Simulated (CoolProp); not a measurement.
Carbonyl sulfide along the isotherm 246.75 °C: Z from the reference equation and from simpler models built on Tc = 105.6 °C, pc = 6.369 MPa, ω = 0.098; each cubic takes its own stable root.

Model: reference Helmholtz-energy equation of state, Lemmon 2006, in CoolProp. It is a short technical equation, of lower accuracy than the large ones.

```tsv
p (MPa)	phase	reference
0.101	gas	0.9981
0.157	gas	0.9970
0.244	gas	0.9954
0.38	gas	0.9928
0.592	gas	0.9888
0.922	gas	0.9825
1.44	gas	0.9726
2.23	gas	0.9576
3.48	gas	0.9336
5.42	gas	0.8966
8.44	supercritical	0.8404
13.1	supercritical	0.7647
20.5	supercritical	0.7078
31.8	supercritical	0.7657
```

**Question.** How far does each simpler model (van der Waals, Redlich-Kwong, Soave-Redlich-Kwong) lie from the reference over these 14 states: mean and median of the absolute difference, and the worst?

**Answer.** 
- van der Waals: mean 2.0 %, median 0.4 %, worst +10.2 % at 246.75 °C and 31.8 MPa
- Redlich-Kwong: mean 0.6 %, median 0.3 %, worst +3.1 % at 246.75 °C and 31.8 MPa
- Soave-Redlich-Kwong: mean 1.6 %, median 0.1 %, worst +8.0 % at 246.75 °C and 31.8 MPa
